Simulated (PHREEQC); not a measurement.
1 kg of water holding 140 mmol/kgw Na2SO4 and 11 mmol/kgw NaOH is evaporated at 30 °C; the solids stay in contact with the brine. The system is closed to CO2. Solids allowed: Mirabilite, Thenardite. Others were left out.

Equilibrium calculation in PHREEQC: Pitzer model, pitzer.dat.

| water left (kg) | ionic strength | water activity | Mirabilite (mol) | Thenardite (mol) | Na in solution (mol/kgw) | S in solution (mol/kgw) |
|---|---|---|---|---|---|---|
| 1 | 0.431 | 0.994 | 0 | 0 | 0.291 | 0.140 |
| 0.6755 | 0.638 | 0.991 | 0 | 0 | 0.431 | 0.207 |
| 0.375 | 1.15 | 0.985 | 0 | 0 | 0.776 | 0.373 |
| 0.2533 | 1.70 | 0.978 | 0 | 0 | 1.15 | 0.553 |
| 0.1407 | 3.06 | 0.963 | 0 | 0 | 2.07 | 0.995 |
| 0.09502 | 4.54 | 0.947 | 0 | 0 | 3.06 | 1.47 |
| 0.05275 | [?] | [?] | 0 | 0 | 5.52 | 2.65 |
| 0.02029 | 8.64 | 0.886 | 0.0852 | 0 | 5.94 | [?] |
| 0.008255 | 9.59 | 0.849 | 0.0640 | 0.0533 | 6.84 | 2.75 |
| 0.008255 | 9.59 | 0.849 | 0.0284 | 0.0889 | 6.84 | 2.75 |

**Question.** Some entries are withheld; supply them.

**Answer.** 
- 0.05275, ionic strength: 8.17
- 0.05275, water activity: 0.902
- 0.02029, S in solution (mol/kgw): 2.70

Species that the database lacks are ignored.
